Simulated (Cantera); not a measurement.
An adiabatic, constant-pressure homogeneous reactor starts with CH4 : H2 : O2 : N2 = 1 : 0.52 : 2.26 : 8.5 (molar parts), at 975 K and 1200 Torr. Integrator tolerance rtol = 1e-08.

Cantera simulation using GRI-Mech 3.0 (53 species, 325 reactions); the numbers are that mechanism's predictions, not measurements. Below about 1000 K GRI-Mech 3.0 lacks low-temperature oxidation paths.

```csv
quantity,before,after
time of steepest temperature rise,24.6 ms,23.9 ms
temperature at 2.00 s,2571 K,2655 K
equilibrium temperature,2571 K,2655 K
x(CH4) at 2.00 s,<1e-12 (gas-phase equilibrium <1e-12),<1e-12 (gas-phase equilibrium <1e-12)
x(H2) at 2.00 s,0.0115 (gas-phase equilibrium 0.0115),0.00820 (gas-phase equilibrium 0.00820)
x(O2) at 2.00 s,0.0116 (gas-phase equilibrium 0.0116),0.00821 (gas-phase equilibrium 0.00821)
x(CO) at 2.00 s,0.0230 (gas-phase equilibrium 0.0230),0.0179 (gas-phase equilibrium 0.0179)
x(OH) at 2.00 s,0.0106 (gas-phase equilibrium 0.0106),0.00796 (gas-phase equilibrium 0.00796)
x(CH2O) at 2.00 s,1.69e-10 (gas-phase equilibrium 1.69e-10),5.89e-10 (gas-phase equilibrium 5.89e-10)
```

Q: What was changed between the two runs?
A. pressure from 1200 Torr to 7500 Torr
B. pressure from 1200 Torr to 16500 Torr
C. pressure from 1200 Torr to 188 Torr
D. initial temperature 975 to 1375 K

A: A, pressure from 1200 Torr to 7500 Torr
